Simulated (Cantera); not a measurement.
Charge: 1 mol Si₃N₄, 0.095 mol C, 0.01 mol H₂, equilibrated at 2925 K and 10.0 mbar.

Equilibrium computed with Cantera from the NASA thermochemical tables; the gas is ideal and each condensed phase is pure. Candidate condensed phases: C, C₆H₆, C₇H₈, C₈H₁₈, Si, SiC, Si₃N₄; 105 gas species. The tables' values for SiN are old estimates; treat these amounts as uncertain. Rates play no part.

Base state: Si 0.580, N₂ 0.399, SiC₂ 0.00649, H 0.00391, Si₂C 0.00373, SiN 0.00214, Si₂ 0.00213, CN 0.00164 (mole fractions); condensed: gas only.

Problem. What changes in the equilibrium state with this change: temperature from 2925 K to 2548 K?

Solution. 
```tsv
species	before	after
Si	0.580	0.546
N₂	0.399	0.411
Si₂C	0.00373	0.0180
Si₂	0.00213	0.0126
C₃	2.62e-5	3.22e-8
C₂	2.11e-5	4.42e-8
C	0.000302	2.15e-6
Si₃	2.59e-5	0.00173
CN	0.00164	6.62e-5
```
